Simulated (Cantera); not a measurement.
An adiabatic, constant-volume homogeneous reactor starts with CO : H2 : CH4 : O2 : N2 = 1 : 0.17 : 0.54 : 4.76 : 17.9 (molar parts), at 1798 K and 3750 Torr.

Model: GRI-Mech 3.0 (53 species, 325 reactions), integrated in Cantera.

**Question.** Predict: time of steepest temperature rise; temperature at 2.00 s; equilibrium temperature; x(CO) at 2.00 s; x(H2) at 2.00 s; x(H) at 2.00 s.

**Answer.** 
| Quantity | Result |
|---|---|
| time of steepest temperature rise | 13.2 µs |
| temperature at 2.00 s | 2641 K |
| equilibrium temperature | 2641 K |
| x(CO) at 2.00 s | 0.00484 (gas-phase equilibrium 0.00484) |
| x(H2) at 2.00 s | 0.000587 (gas-phase equilibrium 0.000587) |
| x(H) at 2.00 s | 0.000411 (gas-phase equilibrium 0.000411) |
